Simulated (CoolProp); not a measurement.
Vapour-liquid equilibrium of R1234yf (1) + R134a (2) at 296 K; x and y are mole fractions of (1).

Values from CoolProp's multi-fluid Helmholtz-energy mixture model, Lemmon 2022 and Tillner-Roth 1994; pair parameters Bell 2022.

| x | bubble pressure, mixture model (bar) | bubble pressure, Raoult's law (bar) | y, mixture model | y, Raoult's law |
|---|---|---|---|---|
| 0.05 | 6.316 | 6.247 | 0.059 | 0.051 |
| 0.15 | 6.446 | 6.266 | 0.169 | 0.154 |
| 0.25 | 6.545 | 6.284 | 0.271 | 0.256 |
| 0.35 | 6.614 | 6.303 | 0.367 | 0.357 |
| 0.45 | 6.656 | 6.322 | 0.460 | 0.457 |
| 0.55 | 6.673 | 6.340 | 0.551 | 0.557 |
| 0.65 | 6.665 | 6.359 | 0.644 | 0.657 |
| 0.75 | 6.631 | 6.378 | 0.738 | 0.755 |
| 0.85 | 6.570 | 6.396 | 0.838 | 0.854 |
| 0.95 | 6.481 | 6.415 | 0.944 | 0.951 |

The largest gap from Raoult's law is +5.3 % in bubble pressure, at x = 0.45. y crosses x between x = 0.55 and 0.65: the model has an azeotrope there.

Pair parameters are fitted to limited data, so mixtures are less certain than the pure fluids.
